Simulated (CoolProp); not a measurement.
Properties of R1336mzz(E) along the isobar 1.01 bar (Tc = 403.5 K, pc = 27.79 bar, ω = 0.413).

Values from CoolProp's reference Helmholtz-energy equation of state, Akasaka 2023.

| T (K) | phase | Z | cv (kJ/(kg K)) | speed of sound (m/s) | Joule-Thomson coefficient (K/MPa) | expansivity (1/kK) |
|---|---|---|---|---|---|---|
| 345.2 | gas | 0.9768 | 0.8138 | 133.6 | 16.53 | 3.143 |
| 349.9 | gas | 0.9779 | 0.8174 | 134.6 | 15.91 | 3.089 |
| 354.5 | gas | 0.9789 | 0.8210 | 135.6 | 15.33 | 3.039 |
| 359.1 | gas | 0.9799 | 0.8244 | 136.6 | 14.79 | 2.990 |
| 363.7 | gas | 0.9808 | 0.8278 | 137.6 | 14.27 | 2.943 |
| 368.4 | gas | 0.9816 | 0.8312 | 138.5 | 13.78 | 2.897 |
| 373 | gas | 0.9824 | 0.8345 | 139.5 | 13.32 | 2.854 |
| 377.6 | gas | 0.9832 | 0.8378 | 140.4 | 12.88 | 2.812 |
| 382.2 | gas | 0.9839 | 0.8410 | 141.3 | 12.46 | 2.771 |
| 386.9 | gas | 0.9846 | 0.8442 | 142.3 | 12.06 | 2.731 |
| 391.5 | gas | 0.9853 | 0.8473 | 143.2 | 11.68 | 2.693 |
| 396.1 | gas | 0.9859 | 0.8503 | 144.1 | 11.33 | 2.657 |
| 400.7 | gas | 0.9865 | 0.8534 | 145.0 | 10.98 | 2.621 |
| 405.4 | gas | 0.9870 | 0.8564 | 145.9 | 10.65 | 2.586 |
| 410 | gas | 0.9876 | 0.8594 | 146.8 | 10.34 | 2.552 |
